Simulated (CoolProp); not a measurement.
Vapour-liquid equilibrium of n-hexane (1) + o-xylene (2) at 2.48 bar; x and y are mole fractions of (1).

Model: multi-fluid Helmholtz-energy mixture model, Thol 2019 and Zhou 2012; pair parameters Bell 2016, in CoolProp.

| x | bubble temperature, mixture model (°C) | bubble temperature, Raoult's law (°C) | y, mixture model | y, Raoult's law |
|---|---|---|---|---|
| 0.05 | 171.8 | 172.3 | … | 0.230 |
| 0.2 | 149.0 | 150.6 | 0.606 | 0.615 |
| 0.35 | 133.7 | 135.4 | 0.778 | 0.792 |
| 0.5 | … | 124.1 | … | 0.884 |
| 0.65 | 114.7 | 115.2 | … | 0.938 |
| 0.8 | 107.9 | 108.0 | 0.962 | 0.972 |
| 0.95 | 102.1 | 102.0 | … | 0.994 |

Problem. Fill in the missing entries.

Solution. 
- 0.05, y, mixture model: 0.224
- 0.5, bubble temperature, mixture model (°C): 122.9
- 0.5, y, mixture model: 0.869
- 0.65, y, mixture model: 0.924
- 0.95, y, mixture model: 0.991

The largest gap from Raoult's law is -1.7 K in bubble temperature, at x = 0.35. No azeotrope shows between x = 0.05 and 0.95.

The pair parameters rest on a limited set of measurements; away from them the model extrapolates.
